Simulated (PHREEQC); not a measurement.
Make-up at 25 °C: 1.1 mmol/kgw H2SO4, 0.83 mmol/kgw Li2SO4 and 57 mmol/kgw MnSO4. Closed to the air; pH follows from the charge balance.

All values are PHREEQC results (ion-association model, wateq4f.dat), not measurements.

Each row changes one thing in this solution. No solid was allowed to form.

```tsv
case	pH	ionic strength (mol/kgw)	SO4-2 (mol/kgw)	HSO4- (mol/kgw)
as made	3.09	0.136	0.0338	0.00120
0.11 mol/kgw NH4HSO4 added	1.47	0.295	0.0582	0.0690
temperature from 25 to 85 °C	3.45	0.101	0.0247	0.00176
Li2SO4 left out	3.08	0.134	0.0332	0.00119
Li2SO4 from 0.00083 to 0.000415 mol/kgw	3.09	0.135	0.0335	0.00119
MnSO4 left out	2.74	0.00530	0.00168	0.000238
MnSO4 from 0.057 to 0.0513 mol/kgw	3.07	0.124	0.0309	0.00116
temperature from 25 to 30 °C	3.11	0.132	0.0328	0.00124
```

Species that the database lacks are ignored. Away from 25 °C the constants follow the database's enthalpies or fits; those with neither stay at their 25 °C values.
